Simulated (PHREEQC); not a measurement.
Dissolve 4.4 mol/kgw KCl, 0.09 mol/kgw H3BO3 and 0.052 mol/kgw KBr at 25 °C. Closed to the air; pH follows from the charge balance.

Computed with PHREEQC (Pitzer model, pitzer.dat).

This is a speciation only: nothing precipitates in the calculation.

Q: Estimate the pH.

A: pH 4.82.

In brines, pH and single-ion activities rest on the MacInnes convention.
